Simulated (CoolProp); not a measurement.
Isohexane along the isotherm 418.8 K: fugacity coefficient from the reference equation and from simpler models built on Tc = 497.7 K, pc = 3.043 MPa, ω = 0.280; each cubic takes its own stable root.

Values from CoolProp's reference Helmholtz-energy equation of state, Lemmon 2006. It is a short technical equation, of lower accuracy than the large ones.

```tsv
p (MPa)	phase	reference	van der Waals	Redlich-Kwong	Soave-Redlich-Kwong	Peng-Robinson
1.9	liquid	0.3818	0.6251	0.4736	0.3938	0.3825
3.8	liquid	0.2088	0.3612	0.2630	0.2176	0.2089
5.7	liquid	0.1520	0.2766	0.1940	0.1599	0.1518
7.61	liquid	0.1243	0.2371	0.1605	0.1319	0.1238
9.51	liquid	0.1084	0.2162	0.1415	0.1159	0.1077
11.4	liquid	0.09849	0.2050	0.1297	0.1060	0.09751
13.3	liquid	0.09189	0.1993	0.1220	0.09953	0.09064
15.2	liquid	0.08745	0.1975	0.1171	0.09529	0.08594
```
